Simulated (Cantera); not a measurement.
An adiabatic, constant-volume homogeneous reactor starts with 12.1 % CH4, 10.1 % O2, 77.8 % N2, equivalence ratio 2.4, at 1625 K and 0.987 atm.

Computed with Cantera and GRI-Mech 3.0 (53 species, 325 reactions).

**Question.** Predict: time of steepest temperature rise; temperature at 7.00 s; equilibrium temperature; x(O2) at 7.00 s; x(NO) at 7.00 s; x(O) at 7.00 s.

**Answer.** 
| Quantity | Result |
|---|---|
| time of steepest temperature rise | 0.832 ms |
| temperature at 7.00 s | 2373 K |
| equilibrium temperature | 2373 K |
| x(O2) at 7.00 s | 1.07e-6 (gas-phase equilibrium 1.07e-6) |
| x(NO) at 7.00 s | 3.83e-5 (gas-phase equilibrium 3.83e-5) |
| x(O) at 7.00 s | 6.03e-6 (gas-phase equilibrium 6.03e-6) |
